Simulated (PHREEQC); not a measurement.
A made-up water analysis in mg/L, 25 °C, pH 6.62, pe 1.6: Na 11.7; K 21.8; Ca 87.1; Mg 7.15; Cl 50.1; S(6) as SO4 101; Alkalinity as HCO3 168; Zn 0.208.

Valence states are taken as typed.

Computed with PHREEQC (ion-association model, wateq4f.dat).

This is a speciation only: nothing precipitates in the calculation.

**Question.** What ionic strength does the model give?

**Answer.** ionic strength 0.00881 mol/kgw.

**Question.** In which forms is C present?

**Answer.** HCO3- 66 %, CO2 32 %, CaHCO3+ 1.1 % of the C.

The database's zinc carbonate complexes are estimates, stronger than later reviews accept.
